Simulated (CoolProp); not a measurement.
C3F8 (R218) along the isobar 0.371 MPa: Z from the reference equation and from simpler models built on Tc = 71.9 °C, pc = 2.640 MPa, ω = 0.317; each cubic takes its own stable root.

Computed with CoolProp (reference Helmholtz-energy equation of state, Lemmon 2006). It is a short technical equation, of lower accuracy than the large ones.

```csv
T (°C),phase,reference
9.75,gas,0.8962
23.75,gas,0.9150
37.75,gas,0.9291
51.75,gas,0.9401
65.75,gas,0.9489
79.75,gas,0.9561
93.75,gas,0.9620
107.75,gas,0.9670
```

Q: How far does each simpler model (van der Waals, Redlich-Kwong, Soave-Redlich-Kwong, Peng-Robinson) lie from the reference over these 8 states: mean and median of the absolute difference, and the worst?

A: 
- van der Waals: mean 1.2 %, median 0.8 %, worst +3.6 % at 9.75 °C and 0.371 MPa
- Redlich-Kwong: mean 0.5 %, median 0.3 %, worst +1.5 % at 9.75 °C and 0.371 MPa
- Soave-Redlich-Kwong: mean 0.2 %, median 0.1 %, worst +0.5 % at 9.75 °C and 0.371 MPa
- Peng-Robinson: mean 0.6 %, median 0.7 %, worst -0.8 % at 51.75 °C and 0.371 MPa
